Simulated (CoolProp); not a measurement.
Propylene along the isotherm 303.6 K: density (kg/m³) from the reference equation and from simpler models built on Tc = 364.2 K, pc = 4555 kPa, ω = 0.146; each cubic takes its own stable root.

Computed with CoolProp (reference Helmholtz-energy equation of state, Lemmon 2013).

| p (kPa) | phase | reference | van der Waals | Soave-Redlich-Kwong |
|---|---|---|---|---|
| 5060 | liquid | 509.5 | 332.5 | 468.2 |
| 10100 | liquid | 523.1 | 352.9 | 488.4 |
| 15200 | liquid | 534.2 | 366.6 | 504.0 |
| 20200 | liquid | 543.6 | 376.7 | 516.6 |
| 25300 | liquid | 551.9 | 385.1 | 527.4 |
| 30400 | liquid | 559.4 | 392.0 | 536.7 |
| 35400 | liquid | 566.1 | 397.8 | 544.7 |
| 40500 | liquid | 572.3 | 403.0 | 552.1 |
| 45500 | liquid | 578.0 | 407.5 | 558.6 |
